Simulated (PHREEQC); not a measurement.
Dissolve 0.08 mol/kgw HCl and 3.1e-05 mol/kgw FeCl3 at 25 °C. Closed to the air; pH follows from the charge balance.

Model: ion-association model, phreeqc.dat, run in PHREEQC.

No solid was allowed to form.

Q: Predict the pH, density, specific conductance.

A: pH 1.18; density 0.999 g/cm³; specific conductance 28800 µS/cm.

Q: In which forms is Fe present?

A: Fe+3 48 %, FeCl+2 44 %, FeCl2+ 6.2 %, FeOH+2 2.2 % of the Fe.
